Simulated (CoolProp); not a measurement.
Vapour-liquid equilibrium of methane (1) + ethane (2) at 40.4 kPa; x and y are mole fractions of (1).

The numbers come from the multi-fluid Helmholtz-energy mixture model, Setzmann 1991 and Bücker 2006; pair parameters Kunz 2012 in CoolProp.

```
x      bubble temperature (K)  y at the bubble point  dew temperature at overall composition x (K)  liquid density (mol/L)
-----  ----------------------  ---------------------  --------------------------------------------  ----------------------
0.05                    137.7                  0.927                                         168.3                   20.16
0.125                   123.0                  0.988                                         167.1                   21.11
0.2                     116.7                  0.995                                         165.8                   21.76
0.275                   113.0                  0.998                                         164.4                   22.32
0.35                    110.5                  0.999                                         162.8                   22.85
0.425                   108.7                  0.999                                         161.1                   23.37
0.5                     107.3                  0.999                                         159.2                   23.87
0.575                   106.1                  1.000                                         157.1                   24.38
0.65                    105.2                  1.000                                         154.7                   24.88
0.725                   104.3                  1.000                                         151.8                   25.38
0.8                     103.5                  1.000                                         148.1                   25.88
0.875                   102.8                  1.000                                         143.1                   26.39
0.95                    102.1                  1.000                                         134.3                   26.89
```

No azeotrope shows between x = 0.05 and 0.95.

The pair parameters rest on a limited set of measurements; away from them the model extrapolates.
